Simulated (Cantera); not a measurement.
Input: 1 mol SiF4, 0.69 mol O3, 27 mol H2, at 1825 K and 100 Torr.

These are equilibrium values from Cantera (NASA tables, ideal gas, pure condensed phases), not measurements of a reactor. Candidate condensed phases: H2O, Si, SiO2; 38 gas species. The tables' values for SiF3, SiF2 are old estimates; treat these amounts as uncertain. The tables hold silica as quartz up to 1696 K and as liquid above; real silica turns to tridymite and cristobalite and melts near 1996 K. Equilibrium is a limit: real reactors are often held back by kinetics, nucleation or transport.

Base state: H2 0.857, HF 0.125, H2O 0.0115, SiF4 0.00280, SiO 0.00198, H 0.00112, SiF3 0.000638, SiHF3 6.41e-5 (mole fractions); condensed: SiO2(condensed).

**Question.** What changes in the equilibrium state with this change: SiF4 replaced by SiH2Cl2?

**Answer.** 
| species | before | after |
|---|---|---|
| H2 | 0.857 | 0.920 |
| HCl | 0 | 0.0686 |
| H2O | 0.0115 | 0.00629 |
| HF | 0.125 | 0 |
| SiO | 0.00198 | 0.00389 |
| SiF4 | 0.00280 | 0 |
| SiF3 | 0.000638 | 0 |
| SiO2(condensed), mol | 0.839 | 0.887 |

**Question.** What changes in the equilibrium state with this change: pressure from 100 Torr to 750 Torr?

**Answer.** 
```csv
species,before,after
H2,0.857,0.864
HF,0.125,0.111
H2O,0.0115,0.0168
SiF4,0.00280,0.00630
SiO,0.00198,0.000183
H,0.00112,0.000409
SiF2,5.17e-5,1.96e-5
"SiO2(condensed), mol",0.839,0.791
```
Gases not in the tables: Si(OH)4.

**Question.** What changes in the equilibrium state with this change: temperature from 1825 K to 800 K?

**Answer.** 
```tsv
species	before	after
H2	0.857	0.880
H2O	0.0115	0.0507
HF	0.125	0.0449
SiF4	0.00280	0.0241
SiO	0.00198	<1e-9
H	0.00112	<1e-9
SiO2(condensed), mol	0.839	0
SiO2(α-quartz), mol	0	0.318
```
